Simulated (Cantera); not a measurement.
# Adiabatic ignition

An adiabatic, constant-pressure homogeneous reactor starts with 4.45 % C2H4, 19.4 % O2, 72.5 % N2, 3.65 % H2O, equivalence ratio 0.69, at 1125 K and 2600000 Pa.

Model: GRI-Mech 3.0 (53 species, 325 reactions), integrated in Cantera. GRI-Mech 3.0 was tuned for natural gas; its chemistry of ethylene as a main component is partial and can be far from experiment. The pressure lies above the range GRI-Mech 3.0 was tuned for (to about 10 atm).

| t (s) | T (K) | x C2H4 | x O2 | x H2O | x H2O2 | x C2H6 |
|---|---|---|---|---|---|---|
| 4.00e-6 | 1125 | 0.0445 | 0.194 | 0.0365 | <1e-12 | <1e-12 |
| 1.80e-5 | 1125 | 0.0445 | 0.194 | 0.0365 | <1e-12 | <1e-12 |
| 8.08e-5 | 1125 | 0.0445 | 0.194 | 0.0365 | 9.16e-12 | <1e-12 |
| 0.000363 | 1125 | 0.0445 | 0.194 | 0.0365 | 2.12e-10 | 1.22e-11 |
| 0.00163 | 2551 | <1e-12 | 0.0589 | 0.121 | 1.18e-6 | <1e-12 |
| 0.00734 | 2533 | <1e-12 | 0.0542 | 0.121 | 1.09e-6 | <1e-12 |
| 0.0330 | 2533 | <1e-12 | 0.0541 | 0.121 | 1.09e-6 | <1e-12 |
| 0.148 | 2533 | <1e-12 | 0.0541 | 0.121 | 1.09e-6 | <1e-12 |
| 0.667 | 2533 | <1e-12 | 0.0541 | 0.121 | 1.09e-6 | <1e-12 |
| 3.00 | 2533 | <1e-12 | 0.0541 | 0.121 | 1.09e-6 | <1e-12 |
x: mole fraction; the columns are a selection and need not sum to one.

```
Quantity                                                           Value
---------------------------------  -------------------------------------
time of steepest temperature rise                                1.34 ms
temperature at 3.00 s                                             2533 K
equilibrium temperature                                           2533 K
x(C2H4) at 3.00 s                  <1e-12 (gas-phase equilibrium <1e-12)
x(O2) at 3.00 s                    0.0541 (gas-phase equilibrium 0.0541)
x(H2O) at 3.00 s                     0.121 (gas-phase equilibrium 0.121)
```
